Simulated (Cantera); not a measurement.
A freely propagating, adiabatic, planar premixed flame of CO : H2 : O2 : N2 : CO2 = 1 : 0.055 : 0.776 : 2.48 : 0.85 (molar parts), unburnt at 623 K and 1950 Torr; mixture-averaged transport, grid criteria slope 0.08 and curve 0.16, no radiation.

Cantera simulation using GRI-Mech 3.0 (53 species, 325 reactions); the numbers are that mechanism's predictions, not measurements. The hydrogen kinetics of GRI-Mech 3.0 are dated; newer H2 mechanisms differ, most at raised pressure. Burning velocities carry a grid error of a few per cent, more on coarse grids.

Task: How do the results move with these cheaper or finer settings: unity-Lewis-number transport; multicomponent transport; multicomponent+Soret transport; grid criteria slope 0.5, curve 1; grid criteria slope 0.25, curve 0.5; grid criteria slope 0.03, curve 0.06?

Result: 
```
setting                               laminar burning velocity  thermal thickness  peak x(HO2)  grid points  grid points
------------------------------------  ------------------------  -----------------  -----------  -----------  -----------
as above                                             40.3 cm/s           0.436 mm     0.000167          109          109
unity-Lewis-number transport                         39.0 cm/s           0.400 mm     0.000131          107          107
multicomponent transport                             40.3 cm/s           0.437 mm     0.000167          109          109
multicomponent+Soret transport                       39.2 cm/s           0.442 mm     0.000162          110          110
grid criteria slope 0.5, curve 1                     39.9 cm/s           0.505 mm     0.000153           32           32
grid criteria slope 0.25, curve 0.5                  41.0 cm/s           0.461 mm     0.000162           46           46
grid criteria slope 0.03, curve 0.06                 40.1 cm/s           0.427 mm     0.000170          271          271
```
The base run took very roughly 4 core-seconds.
Unity Lewis numbers drop preferential diffusion, which matters most where H2 and H carry the flame; Soret adds thermal diffusion.
